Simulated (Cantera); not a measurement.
Input: 1 mol CO, a varied amount of CO2, 26 mol H2, at 1798 K and 530000 Pa.

Cantera equilibrium calculation (NASA polynomials, part measured and part estimated; ideal gas, pure solids and liquids). Candidate condensed phases: C, C6H6, C7H8, C8H18, H2O; 110 gas species. Kinetics and transport are ignored.

**Question.** At 3.3 mol CO2, list the 5 most abundant gas species with their mole fractions, and the condensed phases.

**Answer.** H2 0.754, CO 0.137, H2O 0.104, CO2 0.00495, H 0.000133. Condensed: gas only.
